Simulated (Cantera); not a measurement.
Hydrocarbon pyrolysis for carbon deposition

An isothermal, constant-pressure homogeneous reactor starts with C₂H₆ : H₂ = 0.39 : 6.1 (molar parts), at 1398 K and 100000 Pa.

Model: GRI-Mech 3.0 (53 species, 325 reactions), integrated in Cantera. GRI-Mech 3.0 stops at C3 and has no aromatics, soot or wall deposition, so with more carbon than oxygen in the feed, carbon stays in small species such as C2H2 where larger ones or solid carbon would form.

| t (s) | x C₂H₆ | x H₂ | x CH₃ | x CH₄ | x C₂H | x C₂H₂ | x C₂H₄ |
|---|---|---|---|---|---|---|---|
| 3.00e-6 | 0.0600 | 0.940 | 2.09e-5 | 2.85e-5 | <1e-12 | 8.71e-11 | 1.25e-5 |
| 1.02e-5 | 0.0596 | 0.940 | 3.43e-5 | 0.000164 | <1e-12 | 2.75e-8 | 0.000261 |
| 3.44e-5 | 0.0560 | 0.939 | 0.000114 | 0.00140 | <1e-12 | 3.51e-6 | 0.00286 |
| 0.000116 | 0.0392 | 0.936 | 0.000155 | 0.00959 | 1.19e-11 | 0.000126 | 0.0147 |
| 0.000393 | 0.0120 | 0.930 | 7.88e-5 | 0.0241 | 1.04e-10 | 0.00126 | 0.0324 |
| 0.00133 | 0.00152 | 0.927 | 2.70e-5 | 0.0303 | 1.72e-10 | 0.00442 | 0.0362 |
| 0.00451 | 0.000520 | 0.927 | 1.59e-5 | 0.0322 | 2.02e-10 | 0.00883 | 0.0316 |
| 0.0152 | 0.000362 | 0.926 | 1.46e-5 | 0.0352 | 3.05e-10 | 0.0157 | 0.0232 |
| 0.0516 | 0.000242 | 0.923 | 1.35e-5 | 0.0406 | 3.16e-10 | 0.0202 | 0.0160 |
| 0.175 | 0.000193 | 0.917 | 1.40e-5 | 0.0519 | 2.30e-10 | 0.0180 | 0.0130 |
| 0.591 | 0.000129 | 0.905 | 1.40e-5 | 0.0729 | 1.15e-10 | 0.0125 | 0.00897 |
| 2.00 | 6.22e-5 | 0.892 | 1.25e-5 | 0.0977 | 3.63e-11 | 0.00593 | 0.00426 |
x: mole fraction; the columns are a selection and need not sum to one.

Equilibrium at this temperature and pressure: C₂H₆ 3.08e-5, H₂ 0.885, CH₃ 1.13e-5, CH₄ 0.111, C₂H 1.13e-11, C₂H₂ 0.00234, C₂H₄ 0.00175 (gas phase only).
